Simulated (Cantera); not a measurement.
Feed: 1 mol HMDSO, 0.16 mol O2, held at 0.100 bar.

Equilibrium computed with Cantera from the NASA thermochemical tables; the gas is ideal and each condensed phase is pure. Candidate condensed phases: C, C6H6, C7H8, C8H18, H2O, Si, SiC, SiO2; 123 gas species. The feed counts by its element totals alone. Mutual solubility and eutectic melting of coexisting phases are not modelled. The tables hold silica as quartz up to 1696 K and as liquid above; real silica turns to tridymite and cristobalite and melts near 1996 K. Kinetics and transport are ignored.

x: gas mole fraction; n: condensed amount in mol.

```
T (K)   x H2      x CO     x CH4     x SiO       x H  x C2H2 (acetylene)  n C(graphite)  n SiC(s)  n SiO2(β-quartz)
-----  -----  --------  --------  --------  --------  ------------------  -------------  --------  ----------------
1098   0.996   3.25e-5   0.00363   6.29e-9   7.81e-8             1.27e-8           4.63      1.34             0.660
1148   0.997  0.000138   0.00237   3.89e-8   2.26e-7             3.70e-8           4.64      1.34             0.659
1198   0.998  0.000518   0.00160   2.07e-7   6.01e-7             9.87e-8           4.64      1.34             0.658
1248   0.997   0.00174   0.00111   9.56e-7   1.47e-6             2.43e-7           4.63      1.35             0.652
1298   0.994   0.00534  0.000787   3.92e-6   3.38e-6             5.55e-7           4.58      1.36             0.636
1348   0.984       [?]       [?]       [?]       [?]                 [?]           4.45      1.41             0.591
1398   0.960    0.0391  0.000403   4.85e-5   1.47e-5             2.35e-6           4.11      1.52             0.476
1448   0.904    0.0954  0.000273  0.000149   2.77e-5             4.30e-6           3.23      1.81             0.185
1498   0.872     0.128  0.000197  0.000248   5.07e-5             7.68e-6           2.68      2.00                 0
1548   0.872     0.128       [?]       [?]       [?]                 [?]           2.68      2.00                 0
1598   0.872     0.128  0.000125  0.000367  0.000157             2.35e-5           2.69      2.00                 0
1648   0.872     0.127  0.000102  0.000439  0.000263             3.90e-5           2.69      2.00                 0
```

Some entries are withheld; supply them.


- 1548, x CH4: 0.000156
- 1548, x SiO: 0.000304
- 1548, x H: 9.09e-5
- 1548, x C2H2 (acetylene): 1.37e-5
- 1348, x CO: 0.0150
- 1348, x CH4: 0.000565
- 1348, x SiO: 1.45e-5
- 1348, x H: 7.26e-6
- 1348, x C2H2 (acetylene): 1.18e-6
